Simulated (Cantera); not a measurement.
Input (Python, Cantera) and output of one run.

```python
import numpy as np
import cantera as ct

gas_names = [...]  # 151 gases of nasa_gas.yaml made of C, H, N, O, Si
cond_names = """
    C(gr) C6H6(L) C7H8(L) C8H18(L),n-octa H2O(s) H2O(L) Si(cr) Si(L) SiC(b) SiO2(Lqz) SiO2(hqz) SiO2(L)
    Si2N2O(s) Si3N4(a)
""".split()


# ... load() reads the species with a 1 bar reference pressure and builds the phases ...
atoms = {
    'SiH4': {'Si': 1, 'H': 4},
    'CO2': {'C': 1, 'O': 2},
    'N2': {'N': 2},
}
top_T = {'C(gr)': 4500, 'SiC(b)': 3050, 'Si2N2O(s)': 2100, 'Si3N4(a)': 2400}  # K; cautious upper limits of use, not melting points


# ... equilibrate(T, P, feed) seeds the gas with the atoms and calls Mixture.equilibrate('TP', solver="vcs", rtol=1e-11, max_steps=5000) ...
results = []
feed = {'SiH4': 1, 'CO2': 2.1, 'N2': 1.7}  # mol
T = 1798  # K
P = 133.322  # Pa
mix = equilibrate(T, P, feed)
results.append((T, P, feed, dict(zip(mix.species_names, mix.species_moles))))
x = sorted(zip(gas.X, gas.species_names), reverse=True)
print(f"T = {T:g} K  P = {P:g} Pa  gas = {mix.phase_moles(0):.4g} mol")
print("   x: " + "  ".join(f"{s} {v:.3e}" for v, s in x if v > 0.001))
print("   condensed (mol): " + ("  ".join(f"{mix.phase(i).name} {mix.phase_moles(i):.4g}"
      for i in range(1, mix.n_phases) if mix.phase_moles(i) > 1e-12) or "none"))
```

Result:

```
T = 1798 K  P = 133.322 Pa  gas = 5.923 mol
   x: CO 3.466e-01  H2 3.080e-01  N2 2.870e-01  H2O 2.697e-02  SiO 1.807e-02  CO2 7.960e-03  H 5.352e-03
   condensed (mol): SiO2(L) 0.8929
```

Cantera equilibrium calculation (NASA polynomials, part measured and part estimated; ideal gas, pure solids and liquids). The tables hold silica as quartz up to 1696 K and as liquid above; real silica turns to tridymite and cristobalite and melts near 1996 K.
